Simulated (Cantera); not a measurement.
Feed: 1 mol FeS, 0.34 mol SO2, 1.7 mol O2, 2.8 mol SO3, equilibrated at 450 °C and 4200 Pa.

These are equilibrium values from Cantera (NASA tables, ideal gas, pure condensed phases), not measurements of a reactor. Candidate condensed phases: Fe, FeO, FeS, FeSO4, FeS2, Fe2O3, Fe2(SO4)3, Fe3O4, S; 12 gas species. Equilibrium is a limit: real reactors are often held back by kinetics, nucleation or transport.

Base state: SO2 0.546, SO3 0.453, O2 0.000592 (mole fractions); condensed: Fe2(SO4)3(s).

Question: What changes in the equilibrium state with this change: temperature from 450 °C to 1427 °C?

Answer: 
```tsv
species	before	after
SO2	0.546	0.742
O2	0.000592	0.257
SO3	0.453	0.00117
O	<1e-9	0.000111
SO	<1e-9	4.33e-5
Fe2(SO4)3(s), mol	0.500	0
Fe3O4(s), mol	0	0.333
```
